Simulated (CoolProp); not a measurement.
A single-stage vapour-compression cycle with R507A: evaporating at 238.15 K (dew point), condensing at 308.15 K (bubble point), superheat 2 K, subcooling 5 K, compressor efficiency 0.75, no pressure losses. Each further row changes one setting.

Values from CoolProp's reference Helmholtz-energy equation of state, Lemmon 2003. It is a pseudo-pure fit of the blend.

```json
[
 {"case": "as stated", "cooling COP": "1.67", "pressure ratio": "9.59", "discharge temperature (K)": "331.9", "refrigerating effect (kJ/kg)": "101", "volumetric capacity (kJ/m³)": "922"},
 {"case": "evaporating temperature 243.15 K", "cooling COP": "___", "pressure ratio": "7.78", "discharge temperature (K)": "329.5", "refrigerating effect (kJ/kg)": "104", "volumetric capacity (kJ/m³)": "___"},
 {"case": "condensing temperature 303.15 K", "cooling COP": "1.91", "pressure ratio": "8.45", "discharge temperature (K)": "326.1", "refrigerating effect (kJ/kg)": "108", "volumetric capacity (kJ/m³)": "992"},
 {"case": "subcooling 10 K", "cooling COP": "___", "pressure ratio": "9.59", "discharge temperature (K)": "331.9", "refrigerating effect (kJ/kg)": "109", "volumetric capacity (kJ/m³)": "___"},
 {"case": "superheat 12 K", "cooling COP": "___", "pressure ratio": "9.59", "discharge temperature (K)": "342.3", "refrigerating effect (kJ/kg)": "109", "volumetric capacity (kJ/m³)": "___"},
 {"case": "compressor efficiency 0.65", "cooling COP": "1.45", "pressure ratio": "9.59", "discharge temperature (K)": "340.0", "refrigerating effect (kJ/kg)": "101", "volumetric capacity (kJ/m³)": "922"}
]
```

**Question.** Fill in the missing entries.

**Answer.** 
- evaporating temperature 243.15 K, cooling COP: 1.90
- evaporating temperature 243.15 K, volumetric capacity (kJ/m³): 1160
- subcooling 10 K, cooling COP: 1.80
- subcooling 10 K, volumetric capacity (kJ/m³): 993
- superheat 12 K, cooling COP: 1.71
- superheat 12 K, volumetric capacity (kJ/m³): 948
